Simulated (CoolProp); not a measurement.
A single-stage vapour-compression cycle with R124: evaporating at 305.15 K (dew point), condensing at 369.15 K (bubble point), superheat 2 K, subcooling 2 K, compressor efficiency 0.65, no pressure losses. Each further row changes one setting.

The numbers come from the reference Helmholtz-energy equation of state, de Vries 1995 in CoolProp.

```tsv
case	cooling COP	pressure ratio	discharge temperature (K)	refrigerating effect (kJ/kg)	volumetric capacity (kJ/m³)
as stated	1.76	4.65	378.4	65.5	1880
evaporating temperature 310.15 K	2.03	___	377.7	68.2	2260
condensing temperature 364.15 K	___	___	373.0	72.6	2090
subcooling 7 K	___	4.65	378.4	72.9	2090
superheat 12 K	1.87	4.65	___	73.8	___
compressor efficiency 0.55	1.49	4.65	384.1	65.5	1880
```

### Question
Complete the blanks.

### Answer

- evaporating temperature 310.15 K, pressure ratio: 4.03
- condensing temperature 364.15 K, cooling COP: 2.08
- condensing temperature 364.15 K, pressure ratio: 4.21
- subcooling 7 K, cooling COP: 1.96
- superheat 12 K, discharge temperature (K): 387.7
- superheat 12 K, volumetric capacity (kJ/m³): 2020
